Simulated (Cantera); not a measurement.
Input: 1 mol Si, 12 mol HBr, 1.2 mol N₂, at 1150 °C and 0.00890 bar.

Method: chemical equilibrium by Gibbs-energy minimisation in Cantera with the NASA 1993 tables (ideal gas, pure condensed phases). Candidate condensed phases: Br₂, Si, Si₃N₄; 28 gas species. The tables' values for SiBr₃ are old estimates; treat these amounts as uncertain. Rates play no part.

Base state: HBr 0.692, H₂ 0.118, N₂ 0.0929, SiBr₂ 0.0427, SiBr₄ 0.0276, Br 0.0194, SiBr₃ 0.00687, SiHBr₃ 0.000227 (mole fractions); condensed: gas only.

### Question
What changes in the equilibrium state with this change: pressure from 0.00890 bar to 0.100 bar?

### Answer
```json
[
 {"species": "HBr", "before": "0.692", "after": "0.669"},
 {"species": "H₂", "before": "0.118", "after": "0.149"},
 {"species": "N₂", "before": "0.0929", "after": "0.0967"},
 {"species": "SiBr₄", "before": "0.0276", "after": "0.0628"},
 {"species": "SiBr₂", "before": "0.0427", "after": "0.0117"},
 {"species": "Br", "before": "0.0194", "after": "0.00499"},
 {"species": "H", "before": "2.43e-5", "after": "8.12e-6"},
 {"species": "SiHBr₃", "before": "0.000227", "after": "0.000672"},
 {"species": "Br₂", "before": "8.85e-5", "after": "6.57e-5"},
 {"species": "SiBr₃", "before": "0.00687", "after": "0.00542"}
]
```

### Question
What changes in the equilibrium state with this change: temperature from 1150 °C to 752 °C?

### Answer
| species | before | after |
|---|---|---|
| HBr | 0.692 | 0.656 |
| H₂ | 0.118 | 0.164 |
| N₂ | 0.0929 | 0.0983 |
| SiBr₄ | 0.0276 | 0.0817 |
| SiBr₂ | 0.0427 | 2.28e-5 |
| Br | 0.0194 | 0.000103 |
| H | 2.43e-5 | 1.87e-8 |
| SiBr₃ | 0.00687 | 9.55e-5 |
| Br₂ | 8.85e-5 | 1.62e-6 |
| SiHBr₃ | 0.000227 | 0.000102 |

### Question
What changes in the equilibrium state with this change: temperature from 1150 °C to 1027 °C?

### Answer
```
species    before     after
-------  --------  --------
HBr         0.692     0.671
H₂          0.118     0.147
N₂         0.0929    0.0965
SiBr₄      0.0276    0.0615
SiBr₂      0.0427    0.0140
Br         0.0194   0.00494
H         2.43e-5   4.49e-6
Br₂       8.85e-5   2.81e-5
SiHBr₃   0.000227  0.000373
SiBr₃     0.00687   0.00455
```
